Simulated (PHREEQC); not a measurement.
Dissolve 0.19 mol Na2HPO4 per kg of water at 25 °C. Closed to the air; pH follows from the charge balance.

Computed with PHREEQC (ion-association model, phreeqc.dat).

Precipitation was switched off in this run.

Task: What pH does the model give?

Result: pH 9.00.

Task: In which forms is Na present?

Result: Na+ 93 %, NaHPO4- 6.6 % of the Na.
